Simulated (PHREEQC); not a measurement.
**Alkaline etch or developer: an equilibrium model**

Make-up at 25 °C: 65 mmol/kgw NaOH, 0.29 mmol/kgw K2SiO3 and 18 mmol/kgw (CH3)4NCl. Closed to the air; pH follows from the charge balance.

The numbers come from PHREEQC with the ion-association model, phreeqc.dat.

Each row changes one thing in this solution. This is a speciation only: nothing precipitates in the calculation.

```
case                                                pH  H3SiO4- (mol/kgw)  H2SiO4-2 (mol/kgw)  H4SiO4 (mol/kgw)  SI of Quartz (SiO2)
-----------------------------------------------  -----  -----------------  ------------------  ----------------  -------------------
as made                                          12.70           0.000175            0.000115           1.82e-7                -2.75
NaOH from 0.065 to 0.13 mol/kgw                  12.97           0.000121            0.000169           6.22e-8                -3.21
0.064 mol/kgw NaCl added                         12.68           0.000171            0.000119           1.75e-7                -2.76
(CH3)4NCl replaced by TMAH at the same molality  12.80           0.000158            0.000132           1.29e-7                -2.90
NaOH from 0.065 to 0.0065 mol/kgw                11.76           0.000271             1.62e-5           2.74e-6                -1.58
(CH3)4NCl from 0.018 to 0.18 mol/kgw             12.65           0.000167            0.000123           1.68e-7                -2.76
temperature from 25 to 90 °C                     11.10           0.000219             6.94e-5           1.90e-6                -2.52
K2SiO3 from 0.00029 to 0.000435 mol/kgw          12.70           0.000263            0.000172           2.73e-7                -2.57
```

(CH3)4N+ isn't in the database: it is added as a free cation with an ion size of 4 Å. At this temperature some constants are extrapolated from 25 °C, and those without enthalpy data are left unchanged.
